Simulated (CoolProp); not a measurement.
Model: reference Helmholtz-energy equation of state, Gao 2016, in CoolProp.

Task: Give the vapour pressure (bar), liquid density (kg/m³), enthalpy of vaporisation (kJ/kg), vapour Z of saturated sulfur dioxide at 304, 365.6, 386.2 K.

Result: 
| T (K) | p (bar) | liquid density (kg/m³) | enthalpy of vaporisation (kJ/kg) | vapour Z |
|---|---|---|---|---|
| 304 | 4.75 | 1350 | 350 | 0.922 |
| 365.6 | 23.7 | 1140 | 270 | 0.769 |
| 386.2 | 36.0 | 1050 | 231 | 0.689 |
